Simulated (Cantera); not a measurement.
An adiabatic, constant-pressure homogeneous reactor starts with 1.91 % CH₃OH, 6.24 % O₂, 91.8 % N₂, equivalence ratio 0.46, at 1273 K and 1000000 Pa.

Model: GRI-Mech 3.0 (53 species, 325 reactions), integrated in Cantera. GRI-Mech 3.0 was tuned for natural gas; its chemistry of methanol as a main component is partial and can be far from experiment.

Predict: time of steepest temperature rise; temperature at 3.00 s; equilibrium temperature; x(O₂) at 3.00 s; x(O) at 3.00 s.


```
Quantity                                                            Result
---------------------------------  ---------------------------------------
time of steepest temperature rise                                 0.923 ms
temperature at 3.00 s                                               1632 K
equilibrium temperature                                             1630 K
x(O₂) at 3.00 s                      0.0333 (gas-phase equilibrium 0.0329)
x(O) at 3.00 s                     1.23e-6 (gas-phase equilibrium 1.19e-6)
```
